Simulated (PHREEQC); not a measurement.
Dissolve 0.013 mol/kgw HF and 0.001 mol/kgw CaCl2 at 25 °C. Closed to the air; pH follows from the charge balance.

Equilibrium calculation in PHREEQC: ion-association model, phreeqc.dat.

```json
{
 "pH": "2.58",
 "ionic_strength": "0.00585 mol/kgw",
 "specific_conductance": "1340 µS/cm",
 "total_alkalinity": "-13.0 meq/kg"
}
```

| species | molality | activity | log γ |
|---|---|---|---|
| HF | 0.0100 | 0.0101 | 0.001 |
| H+ | 0.00285 | 0.00265 | -0.032 |
| F- | 0.00275 | 0.00253 | -0.036 |
| Cl- | 0.00200 | 0.00184 | -0.036 |
| Ca+2 | 0.00100 | 0.000728 | -0.138 |
| HF2- | 0.000106 | 9.76e-5 | -0.035 |

No solid was allowed to form. Examples of supersaturated solids here: Fluorite. Others may be too. Species that the database lacks are ignored.
